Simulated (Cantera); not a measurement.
Input: 1 mol FeS2, 0.25 mol H2S, 2.8 mol N2, at 0.750 bar.

Cantera equilibrium calculation (NASA polynomials, part measured and part estimated; ideal gas, pure solids and liquids). Candidate condensed phases: Fe, FeS, FeS2, S; 16 gas species. FeS: taken at fixed stoichiometry. Equilibrium is a limit: real reactors are often held back by kinetics, nucleation or transport. All values below are at 1127 °C.

Base state: N2 0.780, S2 0.150, H2S 0.0466, H2 0.0227, SH 0.000619 (mole fractions); condensed: FeS(s).

What changes in the equilibrium state with this change: pressure from 0.750 bar to 5.30 bar?


| species | before | after |
|---|---|---|
| N2 | 0.780 | 0.784 |
| S2 | 0.150 | 0.145 |
| H2S | 0.0466 | 0.0588 |
| H2 | 0.0227 | 0.0110 |
| SH | 0.000619 | 0.000423 |
| FeS(s), mol | 1.00 | 1.00 |
